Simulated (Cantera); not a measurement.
Charge: 1 mol Zr, 1.1 mol NH3, at 0.480 Pa.

Equilibrium computed with Cantera from the NASA thermochemical tables; the gas is ideal and each condensed phase is pure. Candidate condensed phases: Zr, ZrN; 11 gas species. ZrN: taken at fixed stoichiometry. The numbers say what is thermodynamically allowed, not how fast it happens. All values below are at 1475 K.

Base state: H2 0.965, N2 0.0293, H 0.00581 (mole fractions); condensed: ZrN(s).

What changes in the equilibrium state with this change: Zr replaced by V?


```csv
species,before,after
H2,0.965,0.940
N2,0.0293,0.0542
H,0.00581,0.00574
"ZrN(s), mol",1.00,0
"V(s), mol",0,0.0898
"VN(s), mol",0,0.910
```
Mutual solubility and eutectic melting of coexisting phases are not modelled. VN: taken at fixed stoichiometry. Condensed phases not in the tables: V2N, N, O or C dissolved in the metal. Further candidate phases: V, VN.
